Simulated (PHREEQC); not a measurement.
A column of 0.2 m (40 cells, dispersivity 0.01 m, 3600 s a shift, diffusion coefficient 3e-10 m²/s) holds 0.13 eq of the database's cation exchanger X per kg of pore water, first in equilibrium with 0.0016 mol/kgw NaCl and 1e-05 mol/kgw HCl. It is flushed with 77 mmol/kgw KCl, 3.8 mmol/kgw Na2SO4 and 0.01 mmol/kgw HCl, at 25 °C. Values are for the last cell. The system is closed to CO2. Precipitation was switched off in this run.

The numbers come from PHREEQC with the ion-association model, phreeqc.dat.

| pore volumes | K in solution (mol/kgw) | S in solution (mol/kgw) | Na in solution (mol/kgw) | Cl in solution (mol/kgw) |
|---|---|---|---|---|
| 0 | 0 | 0 | 0.00160 | 0.00161 |
| 0.4125 | 0 | 1.04e-5 | 0.00183 | 0.00182 |
| 0.6125 | 0 | 0.000293 | 0.00800 | 0.00742 |
| 0.8125 | 0 | 0.00116 | 0.0270 | 0.0247 |
| 1.212 | 2.87e-12 | 0.00296 | 0.0663 | 0.0604 |
| 1.613 | 1.30e-7 | 0.00363 | 0.0808 | 0.0736 |
| 1.812 | 4.08e-6 | 0.00373 | 0.0830 | 0.0756 |
| 2.013 | 7.63e-5 | 0.00377 | 0.0839 | 0.0764 |
| 2.413 | 0.0110 | 0.00380 | 0.0735 | 0.0769 |
| 2.812 | 0.0604 | 0.00380 | 0.0242 | 0.0770 |
| 3.013 | 0.0696 | 0.00380 | 0.0150 | 0.0770 |
| 3.212 | 0.0736 | 0.00380 | 0.0110 | 0.0770 |
| 3.612 | 0.0763 | 0.00380 | 0.00835 | 0.0770 |
| 4.013 | 0.0768 | 0.00380 | 0.00777 | 0.0770 |
| 4.213 | 0.0769 | 0.00380 | 0.00768 | 0.0770 |
| 4.412 | 0.0770 | 0.00380 | 0.00764 | 0.0770 |
| 4.812 | 0.0770 | 0.00380 | 0.00761 | 0.0770 |
| 5.213 | 0.0770 | 0.00380 | 0.00760 | 0.0770 |
| 5.412 | 0.0770 | 0.00380 | 0.00760 | 0.0770 |
| 5.612 | 0.0770 | 0.00380 | 0.00760 | 0.0770 |
| 6.013 | 0.0770 | 0.00380 | 0.00760 | 0.0770 |

Complexes and solids missing from the database can't appear.
